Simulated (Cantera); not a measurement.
Hydrocarbon pyrolysis for carbon deposition

An isothermal, constant-pressure homogeneous reactor starts with C2H6 : N2 = 1 : 2.6 (molar parts), at 1325 K and 63.8 Torr.

Computed with Cantera and GRI-Mech 3.0 (53 species, 325 reactions). GRI-Mech 3.0 stops at C3 and has no aromatics, soot or wall deposition, so with more carbon than oxygen in the feed, carbon stays in small species such as C2H2 where larger ones or solid carbon would form.

```tsv
t (s)	x C2H6	x C2H2	x H2	x CH3	x CH4	x C2H
2.00e-5	0.278	1.78e-12	1.51e-6	8.71e-5	6.00e-6	<1e-12
0.000112	0.277	1.82e-8	0.000234	0.000359	0.000154	<1e-12
0.000632	0.260	4.94e-5	0.0102	0.000964	0.00272	5.84e-11
0.00356	0.160	0.00310	0.0733	0.000867	0.0219	6.83e-10
0.0200	0.0109	0.0350	0.182	0.000229	0.0606	3.17e-9
0.112	0.000178	0.0763	0.223	2.82e-5	0.0610	1.01e-9
0.632	3.91e-5	0.116	0.256	1.42e-5	0.0587	7.89e-10
3.56	1.10e-5	0.152	0.286	1.00e-5	0.0564	7.54e-10
20.0	9.28e-6	0.154	0.289	9.57e-6	0.0554	7.43e-10
```
x: mole fraction; the columns are a selection and need not sum to one.

Equilibrium at this temperature and pressure: C2H6 6.49e-6, C2H2 0.115, H2 0.312, CH3 7.21e-6, CH4 0.0361, C2H 6.40e-10 (gas phase only).
